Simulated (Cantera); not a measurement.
A perfectly stirred reactor is fed with H2 : O2 : N2 = 1 : 1 : 3.76 (molar parts), at 1.00 bar; it is adiabatic with a 550 K inlet, and is followed from long to short residence time, starting on the burning branch (τ in s: 0.2, 0.077, 0.03, 0.011, 0.0044, 0.0017, 0.00065, 0.00025, 9.6e-05, 3.7e-05).

Model: the H2/O2 subset of GRI-Mech 3.0, which has no nitrogen chemistry, integrated in Cantera.

x: mole fraction; the columns are a selection and need not sum to one.

```
τ (s)    T (K)      x H2    x O2  x HO2   x H2O2       x H
-------  -----  --------  ------  -----  -------  --------
0.20      1850  0.000133  0.0946      …  8.83e-8   1.33e-5
0.077     1847  0.000228  0.0945      …  1.16e-7   2.91e-5
0.030     1841  0.000412  0.0943      …  1.63e-7   7.03e-5
0.011     1832  0.000789  0.0941      …  2.40e-7  0.000188
0.0044    1816   0.00142  0.0938      …  3.45e-7  0.000463
0.0017    1789   0.00258  0.0934      …  5.09e-7   0.00115
0.00065   1743   0.00454  0.0932      …  7.81e-7   0.00276
0.00025   1670   0.00763  0.0936      …  1.30e-6   0.00607
9.6e-5    1562    0.0127  0.0955      …  2.49e-6    0.0119
3.7e-5    1409    0.0241   0.102      …  5.41e-6    0.0193
```

Q: Complete the blanks.

A: 
- 0.20, x HO2: 1.48e-6
- 0.077, x HO2: 2.01e-6
- 0.030, x HO2: 3.09e-6
- 0.011, x HO2: 5.29e-6
- 0.0044, x HO2: 8.82e-6
- 0.0017, x HO2: 1.47e-5
- 0.00065, x HO2: 2.34e-5
- 0.00025, x HO2: 3.48e-5
- 9.6e-5, x HO2: 4.90e-5
- 3.7e-5, x HO2: 6.93e-5
